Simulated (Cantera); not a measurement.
An isothermal plug-flow reactor at 650 K and 750 Torr (inlet), inlet velocity 2.2 m/s, active area per volume 2300 1/m; feed 2.41 % H2, 14.7 % O2, 82.9 % N2, equivalence ratio 0.082.

Detailed kinetics in Cantera: Deutschmann's 1995 Pt surface mechanism with GRI-Mech 3.0 gas chemistry. Catalytic surfaces can have several steady states; this one follows from the mechanism file's or the stated starting coverage. Mass transfer to the wall is taken as infinitely fast.

Problem. Predict: x(H2) at z = 0.019 m; x(O2) at z = 0.019 m; x(H2O) at z = 0.019 m; θ(free Pt) at the exit; θ(O*) at the exit; θ(OH*) at the exit.

Solution. 
```
Property                  Value
----------------------  -------
x(H2) at z = 0.019 m    7.87e-5
x(O2) at z = 0.019 m      0.137
x(H2O) at z = 0.019 m    0.0243
θ(free Pt) at the exit  0.00289
θ(O*) at the exit         0.995
θ(OH*) at the exit      0.00236
```
